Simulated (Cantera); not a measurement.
An isothermal, constant-pressure homogeneous reactor starts with H2 : O2 = 0.0076 : 1 (molar parts), equivalence ratio 0.0038, at 1350 K and 0.0267 bar. Integrator tolerance rtol = 1e-08.

Detailed kinetics in Cantera: GRI-Mech 3.0 (53 species, 325 reactions). Radical loss at walls, strong at low pressure, is not modelled.

What does this change do: pressure from 0.0267 bar to 0.00190 bar?


```
quantity                                              before                                     after
-----------------  -----------------------------------------  ----------------------------------------
x(H2) at 6.00 s      5.28e-8 (gas-phase equilibrium 9.55e-9)   1.84e-5 (gas-phase equilibrium 3.57e-8)
x(O2) at 6.00 s          0.992 (gas-phase equilibrium 0.992)       0.987 (gas-phase equilibrium 0.992)
x(H2O) at 6.00 s     0.00755 (gas-phase equilibrium 0.00756)   0.00706 (gas-phase equilibrium 0.00755)
x(O) at 6.00 s       1.43e-5 (gas-phase equilibrium 2.59e-6)   0.00530 (gas-phase equilibrium 9.71e-6)
x(OH) at 6.00 s      4.33e-5 (gas-phase equilibrium 1.85e-5)  0.000806 (gas-phase equilibrium 3.57e-5)
x(H2O2) at 6.00 s  4.19e-10 (gas-phase equilibrium 9.76e-11)  1.26e-9 (gas-phase equilibrium 2.60e-11)
```
